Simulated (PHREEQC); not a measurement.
Consider water at 7.2 °C with 0.0014 mol NH4Cl, 0.16 mol KOH and 0.21 mol NaCl per kg of water. Closed to the air; pH follows from the charge balance.

The numbers come from PHREEQC with the ion-association model, phreeqc.dat.

No solid was allowed to form.

Q: Estimate the pH, specific conductance, density.

A: pH 13.67; specific conductance 32600 µS/cm; density 1.017 g/cm³.

Complexes and solids missing from the database can't appear. Constants without temperature data keep their 25 °C values here.
